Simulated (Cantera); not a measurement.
What does this Cantera script print?

```python
import numpy as np
import cantera as ct

gas = ct.Solution("gri30.yaml")


def delay(T, t_max=10):
    gas.TPX = T, 260000, {'CH4': 1, 'C2H6': 0.049, 'C3H8': 0.14, 'O2': 2.39, 'N2': 9}
    reactor = ct.IdealGasConstPressureReactor(gas, clone=False)
    net = ct.ReactorNet([reactor])
    net.rtol, net.atol = 1e-8, 1e-16
    while net.time < t_max:
        t_old, T_old = net.time, reactor.T
        net.step()
        if reactor.T > T + 400:  # ignition: a rise of 400 K
            return t_old + (T + 400 - T_old) / (reactor.T - T_old) * (net.time - t_old)
    return np.nan


taus = []
for T in [1300, 1400, 1500, 1600, 1700, 1800, 1900]:
    taus.append(delay(T))
    print(f"T0 = {T:6g} K   tau = {taus[-1]:.4e} s")
```

Result:

```
T0 =   1300 K   tau = 1.0191e-03 s
T0 =   1400 K   tau = 2.6998e-04 s
T0 =   1500 K   tau = 9.1205e-05 s
T0 =   1600 K   tau = 3.8468e-05 s
T0 =   1700 K   tau = 1.9457e-05 s
T0 =   1800 K   tau = 1.1329e-05 s
T0 =   1900 K   tau = 7.3391e-06 s
```

Detailed kinetics in Cantera: GRI-Mech 3.0 (53 species, 325 reactions). GRI-Mech 3.0 was tuned for natural gas; its chemistry of propane as a main component is partial and can be far from experiment.
